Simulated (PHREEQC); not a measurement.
0.03 g of hydrous ferric oxide (600 m²/g; 0.2 weak and 0.005 strong sites per Fe, Dzombak-Morel constants, diffuse double layer) in 1 kg of water with 0.3 mol/kgw of an inert sodium salt and 2.5e-05 mol PbCl2, 4.5e-06 mol H3BO3 and 0.00011 mol Na2SO4, at 25 °C; the pH is set by adding NaOH or the inert anion's acid. Oxygen alone is held at its pressure in air (log pO2 = -0.68). CO2 from the air is kept out. Precipitation was switched off in this run.

Base run: PHREEQC, ion-association model, wateq4f.dat. Each further column changes one thing. The table gives Pb sorbed (%).

```csv
pH,base,no electrostatic term (-no_edl),background salt from 0.3 to 0.03 mol/kgw,oxide from 0.03 to 0.15 g/kgw,0.00033 mol/kgw ZnCl2 added
3,0.1,0.1,0.2,0.5,0.1
3.67,1.8,1.8,2.6,8.3,1.7
4.33,5.9,6.0,6.3,28.4,5.9
5,8.0,8.5,8.5,37.7,8.0
5.67,23.4,32.6,28.1,69.0,23.2
6.33,68.3,86.1,71.8,95.8,66.1
7.67,98.9,99.8,98.6,100.0,91.1
8.33,99.7,99.9,99.7,100.0,88.4
9,99.9,99.9,99.9,100.0,87.1
9.67,99.9,99.6,99.9,100.0,90.8
10.33,99.7,94.1,99.9,100.0,90.1
11,96.8,33.6,99.6,100.0,80.6
```

The oxide is taken as insoluble; below pH 4 it would dissolve. In at least one series the solution becomes supersaturated in solids that the run did not let form, among them Zn(OH)2-e, Zn4(OH)6SO4, Zn5(OH)8Cl2.
